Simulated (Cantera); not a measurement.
An isothermal, constant-pressure homogeneous reactor starts with CH₄ : H₂ = 0.01 : 1 (molar parts), at 1400 K and 2670 Pa. Integrator tolerance rtol = 1e-08.

Model: GRI-Mech 3.0 (53 species, 325 reactions), integrated in Cantera. GRI-Mech 3.0 stops at C3 and has no aromatics, soot or wall deposition, so with more carbon than oxygen in the feed, carbon stays in small species such as C2H2 where larger ones or solid carbon would form. Radical loss at walls, strong at low pressure, is not modelled.

Problem. What does this change do: temperature 1400 to 2975 K?

Solution. 
```csv
quantity,before,after
x(CH₄) at 3.00 s,0.00988 (gas-phase equilibrium 0.00385),1.20e-7 (gas-phase equilibrium 1.21e-7)
x(H₂) at 3.00 s,0.990 (gas-phase equilibrium 0.993),0.415 (gas-phase equilibrium 0.415)
x(CH₂) at 3.00 s,1.11e-10 (gas-phase equilibrium 5.03e-11),6.80e-6 (gas-phase equilibrium 6.82e-6)
x(H) at 3.00 s,2.76e-5 (gas-phase equilibrium 2.99e-5),0.581 (gas-phase equilibrium 0.581)
x(C₂H₄) at 3.00 s,1.72e-6 (gas-phase equilibrium 6.39e-5),5.10e-9 (gas-phase equilibrium 5.10e-9)
x(C₂H₂) at 3.00 s,7.51e-6 (gas-phase equilibrium 0.00293),0.00261 (gas-phase equilibrium 0.00260)
x(CH₃) at 3.00 s,5.52e-6 (gas-phase equilibrium 2.32e-6),2.67e-6 (gas-phase equilibrium 2.68e-6)
```
